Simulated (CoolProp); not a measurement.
Saturation properties of dimethyl carbonate.

The numbers come from the reference Helmholtz-energy equation of state, Zhou 2011 in CoolProp.

```tsv
T (°C)	p (MPa)	enthalpy of vaporisation (kJ/kg)	liquid cp (kJ/(kg K))
145.65	0.4534	333.6	2.119
154.75	0.5555	325.8	2.150
163.85	0.6743	317.6	2.182
172.85	0.8099	309.2	2.217
181.95	0.9671	300.2	2.256
191.05	1.146	290.7	2.300
200.15	1.350	280.5	2.350
209.25	1.580	269.5	2.409
218.25	1.836	257.7	2.481
227.35	2.126	244.6	2.572
236.45	2.451	229.9	2.693
245.55	2.815	213.0	2.865
254.55	3.217	193.3	3.131
263.65	3.672	168.4	3.620
```

It boils at 90.1 °C under 1 atm.
